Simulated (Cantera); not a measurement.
A freely propagating, adiabatic, planar premixed flame of CO : H2 : CH4 : O2 : N2 = 1 : 0.41 : 0.031 : 0.548 : 1.59 (molar parts), unburnt at 375 K and 520000 Pa; mixture-averaged transport, grid criteria slope 0.08 and curve 0.16, no radiation.

Computed with Cantera and GRI-Mech 3.0 (53 species, 325 reactions). Burning velocities carry a grid error of a few per cent, more on coarse grids.

Q: How do the results move with these cheaper or finer settings: unity-Lewis-number transport; multicomponent transport; multicomponent+Soret transport; grid criteria slope 0.5, curve 1; grid criteria slope 0.25, curve 0.5; grid criteria slope 0.03, curve 0.06?

A: 
```tsv
setting	laminar burning velocity	thermal thickness	peak x(OH)	grid points	grid points
as above	164 cm/s	0.0580 mm	0.0116	136	136
unity-Lewis-number transport	127 cm/s	0.0551 mm	0.0119	138	138
multicomponent transport	163 cm/s	0.0577 mm	0.0116	137	137
multicomponent+Soret transport	154 cm/s	0.0581 mm	0.0115	136	136
grid criteria slope 0.5, curve 1	172 cm/s	0.0669 mm	0.0116	42	42
grid criteria slope 0.25, curve 0.5	167 cm/s	0.0617 mm	0.0117	60	60
grid criteria slope 0.03, curve 0.06	164 cm/s	0.0569 mm	0.0115	325	325
```
The base run took about 5 core-seconds (a rough figure).
Unity Lewis numbers drop preferential diffusion, which matters most where H2 and H carry the flame; Soret adds thermal diffusion.
